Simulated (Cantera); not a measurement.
Feed: 1 mol trisilylamine, 6.5 mol N2, 1.4 mol H2, equilibrated at 9.10 Pa.

Cantera equilibrium calculation (NASA polynomials, part measured and part estimated; ideal gas, pure solids and liquids). Candidate condensed phases: Si, Si3N4; 18 gas species. The feed counts by its element totals alone. The tables' values for SiN are old estimates; treat these amounts as uncertain. Kinetics and transport are ignored. All values below are at 1750 K.

Base state: N2 0.529, H2 0.438, Si 0.0165, H 0.0161, SiH 0.000138, Si2N 0.000100, Si2 8.53e-5, SiN 5.90e-5 (mole fractions); condensed: Si(l).

**Question.** What changes in the equilibrium state with this change: pressure from 9.10 Pa to 5.70 mbar?

**Answer.** 
```
species      before     after
----------  -------  --------
N2            0.529     0.542
H2            0.438     0.456
H            0.0161   0.00208
Si           0.0165  0.000263
Si2         8.53e-5   1.36e-6
Si3         2.09e-5   3.33e-7
Si(l), mol     2.77      3.00
```
